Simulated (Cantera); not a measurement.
Charge: 1 mol Si, 1.9 mol HCl, 2 mol H2, held at 548.15 K and 1.00 bar.

Cantera equilibrium calculation (NASA polynomials, part measured and part estimated; ideal gas, pure solids and liquids). Candidate condensed phases: Si; 19 gas species. Equilibrium is a limit: real reactors are often held back by kinetics, nucleation or transport.

Base state: H2 0.843, SiCl4 0.0933, SiHCl3 0.0624, SiH2Cl2 0.00175 (mole fractions); condensed: Si(s).

**Question.** What changes in the equilibrium state with this change: pressure from 1.00 bar to 10.0 mbar?

**Answer.** 
```
species      before     after
----------  -------  --------
H2            0.843     0.854
SiCl4        0.0933     0.121
SiHCl3       0.0624    0.0242
SiH2Cl2     0.00175  0.000202
HCl         9.05e-6   3.08e-5
Si(s), mol    0.469     0.504
```
